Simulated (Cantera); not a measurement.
## MgO + CO + H2 (carbothermic reduction)

Feed: 1 mol MgO, 1.7 mol CO, 0.62 mol H2, equilibrated at 2027 °C and 93.0 mbar.

Equilibrium computed with Cantera from the NASA thermochemical tables; the gas is ideal and each condensed phase is pure. Candidate condensed phases: C, C6H6, C7H8, C8H18, H2O, Mg, MgCO3, MgO, Mg(OH)2; 116 gas species. The tables' values for MgH are old estimates; treat these amounts as uncertain. Equilibrium is a limit: real reactors are often held back by kinetics, nucleation or transport.

```json
{
 "x(CO)": "0.675",
 "x(H2)": "0.215",
 "x(Mg)": "0.0474",
 "x(H2O)": "0.0302",
 "x(CO2)": "0.0170",
 "x(H)": "0.0147",
 "x(MgOH)": "0.000379",
 "x(OH)": "0.000334",
 "x(MgH)": "0.000122",
 "n(MgO(s))": "0.882 mol",
 "gas_amount": "2.456 mol",
 "log10 activity of Mg(l) (absent)": "-4.27",
 "log10 activity of C(graphite) (absent)": "-4.73"
}
```
